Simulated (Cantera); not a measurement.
Feed: 1 mol B₂O₃, a varied amount of F₂, 0.39 mol H₂, 38 mol Cl₂, held at 1173 K and 0.290 bar.

Cantera equilibrium calculation (NASA polynomials, part measured and part estimated; ideal gas, pure solids and liquids). Candidate condensed phases: B, B₂O₃, B₃O₃H₃, H₂O; 56 gas species. Equilibrium is a limit: real reactors are often held back by kinetics, nucleation or transport.

x: gas mole fraction; n: condensed amount in mol.

```
n(F₂) (mol)  x Cl₂    x ClF   x BF₃    x O₂    x HCl      x HF  n B₂O₃(l)
-----------  -----  -------  ------  ------  -------  --------  ---------
1.7          0.925  8.70e-8  0.0244  0.0209   0.0188  0.000445      0.298
4.1          0.862   0.0328  0.0464  0.0348  1.89e-6    0.0181          0
6.5            [?]      [?]  0.0439  0.0329      [?]    0.0171          0
8.9          0.675    0.229  0.0417  0.0313  1.91e-7    0.0163          0
11             [?]      [?]  0.0400  0.0300      [?]    0.0156          0
14           0.515    0.399  0.0377  0.0283  7.54e-8    0.0147          0
16           0.460    0.456  0.0363  0.0272  5.67e-8    0.0142          0
```

Task: Complete the blanks.

Result: 
- 11, x Cl₂: 0.605
- 11, x ClF: 0.303
- 11, x HCl: 1.24e-7
- 6.5, x Cl₂: 0.764
- 6.5, x ClF: 0.136
- 6.5, x HCl: 3.82e-7
